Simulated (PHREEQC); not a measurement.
0.019 g of hydrous ferric oxide (600 m²/g; 0.2 weak and 0.005 strong sites per Fe, Dzombak-Morel constants, diffuse double layer) in 1 kg of water with 0.3 mol/kgw of an inert sodium salt and 0.009 mmol/kgw CuSO4, at 25 °C; the pH is set by adding NaOH or the inert anion's acid. Oxygen is held at 0.21 atm. No CO2 enters from the air. Precipitation was switched off in this run.

The series has 13 steps of pH, from 3 to 11.

The numbers come from PHREEQC with the ion-association model, wateq4f.dat.

Q: Near which pH is half of the Cu sorbed, and on which side is more sorbed?

A: Near pH 6.0, with more sorbed at higher pH.

Q: At which pH does the surface charge pass through zero?

A: Near pH 8.5.

Complexes and solids missing from the database can't appear. The database's constant for dissolved Cu(OH)2 is higher than later reviews accept. The oxide is taken as insoluble; below pH 4 it would dissolve.
